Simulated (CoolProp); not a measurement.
Vapour-liquid equilibrium of R22 (1) + acetone (2) at 335.6 K; x and y are mole fractions of (1).

Computed with CoolProp (multi-fluid Helmholtz-energy mixture model, Kamei 1995 and Lemmon 2006; pair parameters Bell 2016).

| x | bubble pressure (bar) | y at the bubble point | dew pressure at overall composition x (bar) | liquid density (mol/L) |
|---|---|---|---|---|
| 0.05 | 2.205 | 0.439 | 1.320 | 12.81 |
| 0.125 | 3.314 | 0.638 | 1.432 | ___ |
| 0.2 | 4.261 | 0.729 | 1.563 | 12.94 |
| 0.275 | 5.202 | 0.789 | ___ | 13.01 |
| 0.35 | 6.241 | 0.835 | 1.913 | 13.07 |
| 0.425 | 7.455 | 0.874 | 2.152 | 13.13 |
| 0.5 | 8.911 | 0.906 | 2.458 | 13.18 |
| 0.575 | 10.66 | 0.932 | 2.861 | 13.20 |
| 0.65 | ___ | 0.953 | ___ | 13.18 |
| 0.725 | 15.15 | 0.969 | ___ | 13.12 |
| 0.8 | 17.85 | 0.981 | 5.421 | ___ |
| 0.875 | 20.71 | 0.990 | 7.506 | 12.73 |
| 0.95 | 23.63 | ___ | 12.36 | ___ |

Question: What belongs in the gaps?

Answer: 
- 0.125, liquid density (mol/L): 12.87
- 0.275, dew pressure at overall composition x (bar): 1.721
- 0.65, bubble pressure (bar): 12.74
- 0.65, dew pressure at overall composition x (bar): 3.414
- 0.725, dew pressure at overall composition x (bar): 4.208
- 0.8, liquid density (mol/L): 12.98
- 0.95, y at the bubble point: 0.996
- 0.95, liquid density (mol/L): 12.27

No azeotrope shows between x = 0.05 and 0.95.

The pair parameters rest on a limited set of measurements; away from them the model extrapolates.
